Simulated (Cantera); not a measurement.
Charge: 1 mol NaOH, 0.22 mol H₂, equilibrated at 330 Pa.

Cantera equilibrium calculation (NASA polynomials, part measured and part estimated; ideal gas, pure solids and liquids). Candidate condensed phases: H₂O, Na, NaOH, NaO₂, Na₂O, Na₂O₂; 16 gas species. Kinetics and transport are ignored.

x: gas mole fraction; n: condensed amount in mol.

```json
[
 {"T (K)": "800", "x H₂": "0.994", "x Na": "0.00302", "x NaOH": "3.08e-5", "x H₂O": "0.00302", "x O₂": "<1e-12", "x OH": "<1e-12", "n NaOH(l)": "0.999"},
 {"T (K)": "900", "x H₂": "0.948", "x Na": "0.0258", "x NaOH": "0.000874", "x H₂O": "0.0258", "x O₂": "<1e-12", "x OH": "<1e-12", "n NaOH(l)": "0.994"},
 {"T (K)": "1000", "x H₂": "0.724", "x Na": "0.132", "x NaOH": "0.0122", "x H₂O": "0.132", "x O₂": "<1e-12", "x OH": "___", "n NaOH(l)": "0.960"},
 {"T (K)": "1100", "x H₂": "0.171", "x Na": "0.362", "x NaOH": "0.102", "x H₂O": "0.362", "x O₂": "<1e-12", "x OH": "___", "n NaOH(l)": "0.706"},
 {"T (K)": "1200", "x H₂": "0.00217", "x Na": "0.304", "x NaOH": "0.385", "x H₂O": "0.304", "x O₂": "9.54e-10", "x OH": "___", "n NaOH(l)": "0"},
 {"T (K)": "1300", "x H₂": "0.000920", "x Na": "0.304", "x NaOH": "0.389", "x H₂O": "0.304", "x O₂": "2.50e-7", "x OH": "___", "n NaOH(l)": "0"},
 {"T (K)": "1400", "x H₂": "0.000452", "x Na": "0.305", "x NaOH": "0.389", "x H₂O": "0.305", "x O₂": "2.81e-5", "x OH": "___", "n NaOH(l)": "0"},
 {"T (K)": "1500", "x H₂": "0.000266", "x Na": "0.310", "x NaOH": "0.381", "x H₂O": "0.307", "x O₂": "0.00144", "x OH": "___", "n NaOH(l)": "0"},
 {"T (K)": "1600", "x H₂": "0.000314", "x Na": "0.349", "x NaOH": "0.316", "x H₂O": "0.320", "x O₂": "0.0139", "x OH": "___", "n NaOH(l)": "0"},
 {"T (K)": "1700", "x H₂": "0.000655", "x Na": "0.408", "x NaOH": "0.215", "x H₂O": "0.340", "x O₂": "0.0330", "x OH": "___", "n NaOH(l)": "0"},
 {"T (K)": "1800", "x H₂": "0.00151", "x Na": "0.456", "x NaOH": "0.134", "x H₂O": "0.355", "x O₂": "0.0483", "x OH": "___", "n NaOH(l)": "0"},
 {"T (K)": "1900", "x H₂": "0.00339", "x Na": "0.486", "x NaOH": "0.0811", "x H₂O": "0.361", "x O₂": "0.0582", "x OH": "___", "n NaOH(l)": "0"}
]
```

Problem. Fill in the missing entries.

Solution. 
- 1000, x OH: 1.35e-11
- 1100, x OH: 1.76e-9
- 1200, x OH: 1.79e-7
- 1300, x OH: 2.52e-6
- 1400, x OH: 2.41e-5
- 1500, x OH: 0.000165
- 1600, x OH: 0.000670
- 1700, x OH: 0.00176
- 1800, x OH: 0.00375
- 1900, x OH: 0.00703
